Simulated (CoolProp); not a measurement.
C2F6 (R116) along the isotherm -95.05 °C: fugacity coefficient from the reference equation and from simpler models built on Tc = 19.9 °C, pc = 3.048 MPa, ω = 0.257; each cubic takes its own stable root.

Model: reference Helmholtz-energy equation of state, Lemmon 2006, in CoolProp. It is a short technical equation, of lower accuracy than the large ones.

| p (MPa) | phase | reference |
|---|---|---|
| 0.0145 | gas | 0.9916 |
| 0.0329 | gas | 0.9809 |
| 0.0749 | liquid | 0.4815 |
| 0.17 | liquid | 0.2133 |
| 0.388 | liquid | 0.09459 |
| 0.883 | liquid | 0.04272 |
| 2.01 | liquid | 0.01998 |

Problem. How far does each simpler model (Soave-Redlich-Kwong, Peng-Robinson) lie from the reference over these 7 states: mean and median of the absolute difference, and the worst?

Solution. 
- Soave-Redlich-Kwong: mean 0.5 %, median 0.6 %, worst -0.7 % at -95.05 °C and 0.0749 MPa
- Peng-Robinson: mean 0.6 %, median 0.7 %, worst +1.1 % at -95.05 °C and 0.0749 MPa
